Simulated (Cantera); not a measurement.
Ignition delay

Mixture: 2.24 % C3H8, 18.4 % O2, 69.4 % N2, 10.0 % CO2, at 10500 Torr, adiabatic and at constant volume. Ignition delay is the time to a rise of 400 K.

Computed with Cantera and GRI-Mech 3.0 (53 species, 325 reactions). GRI-Mech 3.0 was tuned for natural gas; its chemistry of propane as a main component is partial and can be far from experiment. The pressure lies above the range GRI-Mech 3.0 was tuned for (to about 10 atm).

| T0 (K) | delay (ms) |
|---|---|
| 1098 | 7.73 |
| 1198 | 1.31 |
| 1298 | 0.249 |
| 1398 | 0.0578 |
| 1498 | 0.0173 |
| 1598 | 0.00659 |
| 1698 | 0.00309 |
| 1798 | 0.00171 |
| 1898 | 0.00108 |
| 1998 | 0.000749 |

- apparent activation energy between 1798 and 1998 K = 120 kJ/mol
